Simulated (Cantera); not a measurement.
A perfectly stirred reactor is fed with 29.6 % H2, 13.5 % O2, 50.7 % N2, 6.22 % H2O, equivalence ratio 1.1, at 5.00 bar; it is adiabatic with a 800 K inlet, and is followed from long to short residence time, starting on the burning branch (τ in s: 0.034, 0.013, 0.005, 0.0019, 0.00074, 0.00029, 0.00011, 4.2e-05, 1.6e-05).

Cantera simulation using GRI-Mech 3.0 (53 species, 325 reactions); the numbers are that mechanism's predictions, not measurements. The hydrogen kinetics of GRI-Mech 3.0 are dated; newer H2 mechanisms differ, most at raised pressure.

Question: Predict: blow-out, bracketed by the residence times tried; x(H2) at τ = 34.0 ms; x(O2) at τ = 34.0 ms; x(H2O) at τ = 34.0 ms; x(H2O2) at τ = 34.0 ms; x(NO) at τ = 34.0 ms; x(H2) at τ = 0.740 ms; x(O2) at τ = 0.740 ms; x(H2O) at τ = 0.740 ms; x(H2O2) at τ = 0.740 ms; x(NO) at τ = 0.740 ms.

Answer: 
```
Property                                                                          Result
------------------------------------------------  --------------------------------------
blow-out, bracketed by the residence times tried  burning at 16.0 µs, the shortest tried
x(H2) at τ = 34.0 ms                                                              0.0384
x(O2) at τ = 34.0 ms                                                             0.00169
x(H2O) at τ = 34.0 ms                                                              0.367
x(H2O2) at τ = 34.0 ms                                                           2.94e-7
x(NO) at τ = 34.0 ms                                                             0.00199
x(H2) at τ = 0.740 ms                                                             0.0407
x(O2) at τ = 0.740 ms                                                            0.00318
x(H2O) at τ = 0.740 ms                                                             0.362
x(H2O2) at τ = 0.740 ms                                                          4.53e-7
x(NO) at τ = 0.740 ms                                                           0.000747
```
